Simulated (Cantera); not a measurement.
Standard-state values (1 bar) from the NASA 1993 polynomials, evaluated with Cantera. Values are per mole of reaction as written; species without (g) are pure solids or liquids, kept so even where they would boil at 1 bar.

2 Cu + Cl₂(g) = 0.6667 Cu₃Cl₃(g), with ΔH° = -172.4 kJ and ΔS° = -3.0 J/K at 300 K.

### Question
How far is the shortcut ΔG° ≈ ΔH°(300 K) − T·ΔS°(300 K) from the full temperature-dependent value at 650, 675, 700, 725, 750, 775, 800, 825, 850 K?

### Answer
```tsv
T (K)	shortcut (kJ)	full (kJ)	difference (kJ)	difference in log10 K
650	-170.4	-170.3	-0.1	0.01
675	-170.3	-170.2	-0.1	0.01
700	-170.3	-170.1	-0.2	0.01
725	-170.2	-170.0	-0.2	0.01
750	-170.1	-169.9	-0.2	0.02
775	-170.0	-169.8	-0.3	0.02
800	-170.0	-169.7	-0.3	0.02
825	-169.9	-169.6	-0.3	0.02
850	-169.8	-169.4	-0.4	0.02
```
The shortcut ignores the heat-capacity change of the reaction.
